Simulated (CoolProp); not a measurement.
Values from CoolProp's reference Helmholtz-energy equation of state, Lemmon 2005. It is a short technical equation, of lower accuracy than the large ones.

Problem. For cis-2-butene, give the phase and the Z, isothermal compressibility (1/MPa), expansivity (1/kK) at 469.2 K and 1410 kPa; 469.2 K and 1940 kPa.

Solution. 
- 469.2 K and 1410 kPa: gas; Z 0.904, isothermal compressibility 0.790, expansivity 2.97
- 469.2 K and 1940 kPa: gas; Z 0.864, isothermal compressibility 0.604, expansivity 3.43
